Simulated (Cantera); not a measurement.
Feed: 1 mol Zr, 0.27 mol NH3, 25 mol N2, held at 0.133 bar.

Equilibrium computed with Cantera from the NASA thermochemical tables; the gas is ideal and each condensed phase is pure. Candidate condensed phases: Zr, ZrN; 11 gas species. ZrN: taken at fixed stoichiometry. Kinetics and transport are ignored. All values below are at 1675 K.

Base state: N2 0.984, H2 0.0162, H 4.04e-5 (mole fractions); condensed: ZrN(s).

### Question
What changes in the equilibrium state with this change: NH3 from 0.27 to 0.47 mol?

### Answer
| species | before | after |
|---|---|---|
| N2 | 0.984 | 0.972 |
| H2 | 0.0162 | 0.0277 |
| H | 4.04e-5 | 5.29e-5 |
| ZrN(s), mol | 1.00 | 1.00 |
